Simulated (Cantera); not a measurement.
**Premixed flame**

A freely propagating, adiabatic, planar premixed flame of 3.95 % C₃H₈, 20.2 % O₂, 75.9 % N₂, equivalence ratio 0.98, unburnt at 325 K and 4.93 atm; mixture-averaged transport, grid criteria slope 0.08 and curve 0.16, no radiation.

Computed with Cantera and GRI-Mech 3.0 (53 species, 325 reactions). GRI-Mech 3.0 was tuned for natural gas; its chemistry of propane as a main component is partial and can be far from experiment. Burning velocities carry a grid error of a few per cent, more on coarse grids.

```csv
z (mm),T (K),u (m/s),x C₃H₈,x O₂,x H₂,x HO₂,x CH₂CO,x CH₃
-0.290,325,0.348,0.0395,0.201,0.000523,3.18e-8,<1e-8,<1e-8
-0.193,327,0.350,0.0395,0.201,0.00165,3.88e-7,1.27e-7,<1e-8
-0.145,334,0.358,0.0394,0.200,0.00303,1.90e-6,9.30e-7,<1e-8
-0.0965,392,0.423,0.0390,0.195,0.00598,1.94e-5,1.63e-5,1.30e-8
-0.0483,819,0.906,0.0300,0.153,0.0107,0.000214,0.000337,4.46e-5
-0.0241,1270,1.44,0.0125,0.107,0.0130,0.000336,0.00101,0.000748
0,1711,1.97,0.000366,0.0585,0.0126,0.000206,0.00109,0.000849
0.0241,1911,2.20,1.13e-7,0.0331,0.00907,3.94e-5,0.000134,7.86e-5
0.0483,1995,2.28,<1e-8,0.0241,0.00744,2.10e-5,5.23e-6,3.36e-6
0.0965,2088,2.37,<1e-8,0.0179,0.00650,1.20e-5,1.19e-8,<1e-8
0.193,2176,2.46,<1e-8,0.0136,0.00511,6.28e-6,<1e-8,<1e-8
0.386,2242,2.52,<1e-8,0.0103,0.00367,3.20e-6,<1e-8,<1e-8
0.772,2284,2.56,<1e-8,0.00807,0.00265,1.82e-6,<1e-8,<1e-8
```
x: mole fraction of selected species; z is measured from the peak of heat release.

The laminar burning velocity is 34.7 cm/s. The thermal thickness comes out as 0.0965 mm and the peak x(H₂) is 0.0134. The peak x(HO₂) is 0.000368, the peak x(CH₂CO) is 0.00135 and the peak x(CH₃) is 0.00122.
